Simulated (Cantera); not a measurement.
**Thermodynamics of halide evaporation, hydrolysis and transport, feed CaF₂ + H₂O + H₂**

Charge: 1 mol CaF₂, a varied amount of H₂O, 2.4 mol H₂, equilibrated at 2098.15 K and 22.0 Pa.

Cantera equilibrium calculation (NASA polynomials, part measured and part estimated; ideal gas, pure solids and liquids). Candidate condensed phases: Ca, CaF₂, CaO, Ca(OH)₂, H₂O; 29 gas species. Rates play no part.

From 0.74 mol H₂O to 8.9 mol H₂O the condensed part is CaO(s). The main Ca-bearing gas is CaF₂ throughout. The share of Ca in condensed phases is highest at 8.9 mol H₂O (87.5 %) and lowest at 0.74 mol H₂O (35.5 %).

```json
[
 {"n(H₂O) (mol)": "0.74", "log p H₂O": "-4.76", "log p H₂": "-4.02", "log p HF": "-4.34", "log p H": "-4.52", "log p CaF₂": "-4.66", "log p OH": "-6.18", "log p CaF": "-5.21", "log p O₂": "-7.93", "log p Ca": "-5.57", "log p O": "-6.83", "n CaO(s)": "0.355"},
 {"n(H₂O) (mol)": "0.91", "log p H₂O": "-4.66", "log p H₂": "-4.03", "log p HF": "-4.32", "log p H": "-4.53", "log p CaF₂": "-4.71", "log p OH": "-6.08", "log p CaF": "-5.29", "log p O₂": "-7.72", "log p Ca": "-5.67", "log p O": "-6.72", "n CaO(s)": "0.417"},
 {"n(H₂O) (mol)": "1.1", "log p H₂O": "-4.58", "log p H₂": "-4.05", "log p HF": "-4.30", "log p H": "-4.54", "log p CaF₂": "-4.76", "log p OH": "-5.99", "log p CaF": "-5.36", "log p O₂": "-7.52", "log p Ca": "-5.77", "log p O": "-6.62", "n CaO(s)": "0.473"},
 {"n(H₂O) (mol)": "1.4", "log p H₂O": "-4.47", "log p H₂": "-4.07", "log p HF": "-4.28", "log p H": "-4.55", "log p CaF₂": "-4.84", "log p OH": "-5.87", "log p CaF": "-5.47", "log p O₂": "-7.26", "log p Ca": "-5.90", "log p O": "-6.49", "n CaO(s)": "0.544"},
 {"n(H₂O) (mol)": "1.7", "log p H₂O": "-4.38", "log p H₂": "-4.09", "log p HF": "-4.28", "log p H": "-4.56", "log p CaF₂": "-4.92", "log p OH": "-5.77", "log p CaF": "-5.56", "log p O₂": "-7.04", "log p Ca": "-6.01", "log p O": "-6.38", "n CaO(s)": "0.598"},
 {"n(H₂O) (mol)": "2.1", "log p H₂O": "-4.30", "log p H₂": "-4.12", "log p HF": "-4.28", "log p H": "-4.57", "log p CaF₂": "-5.01", "log p OH": "-5.67", "log p CaF": "-5.66", "log p O₂": "-6.81", "log p Ca": "-6.12", "log p O": "-6.27", "n CaO(s)": "0.652"},
 {"n(H₂O) (mol)": "2.6", "log p H₂O": "-4.22", "log p H₂": "-4.16", "log p HF": "-4.30", "log p H": "-4.59", "log p CaF₂": "-5.11", "log p OH": "-5.58", "log p CaF": "-5.77", "log p O₂": "-6.59", "log p Ca": "-6.24", "log p O": "-6.16", "n CaO(s)": "0.701"},
 {"n(H₂O) (mol)": "3.2", "log p H₂O": "-4.15", "log p H₂": "-4.19", "log p HF": "-4.32", "log p H": "-4.61", "log p CaF₂": "-5.22", "log p OH": "-5.49", "log p CaF": "-5.88", "log p O₂": "-6.38", "log p Ca": "-6.34", "log p O": "-6.05", "n CaO(s)": "0.743"},
 {"n(H₂O) (mol)": "3.9", "log p H₂O": "-4.09", "log p H₂": "-4.23", "log p HF": "-4.34", "log p H": "-4.63", "log p CaF₂": "-5.33", "log p OH": "-5.41", "log p CaF": "-5.98", "log p O₂": "-6.19", "log p Ca": "-6.44", "log p O": "-5.96", "n CaO(s)": "0.778"},
 {"n(H₂O) (mol)": "4.8", "log p H₂O": "-4.04", "log p H₂": "-4.27", "log p HF": "-4.38", "log p H": "-4.65", "log p CaF₂": "-5.46", "log p OH": "-5.34", "log p CaF": "-6.09", "log p O₂": "-6.00", "log p Ca": "-6.53", "log p O": "-5.86", "n CaO(s)": "0.810"},
 {"n(H₂O) (mol)": "5.9", "log p H₂O": "-4.00", "log p H₂": "-4.32", "log p HF": "-4.42", "log p H": "-4.67", "log p CaF₂": "-5.59", "log p OH": "-5.28", "log p CaF": "-6.20", "log p O₂": "-5.83", "log p Ca": "-6.62", "log p O": "-5.78", "n CaO(s)": "0.836"},
 {"n(H₂O) (mol)": "7.2", "log p H₂O": "-3.96", "log p H₂": "-4.35", "log p HF": "-4.47", "log p H": "-4.69", "log p CaF₂": "-5.72", "log p OH": "-5.22", "log p CaF": "-6.30", "log p O₂": "-5.68", "log p Ca": "-6.69", "log p O": "-5.70", "n CaO(s)": "0.857"},
 {"n(H₂O) (mol)": "8.9", "log p H₂O": "-3.93", "log p H₂": "-4.39", "log p HF": "-4.53", "log p H": "-4.71", "log p CaF₂": "-5.86", "log p OH": "-5.17", "log p CaF": "-6.41", "log p O₂": "-5.55", "log p Ca": "-6.76", "log p O": "-5.64", "n CaO(s)": "0.875"}
]
```
log p: log10 of the partial pressure in bar; n: condensed amount in mol.
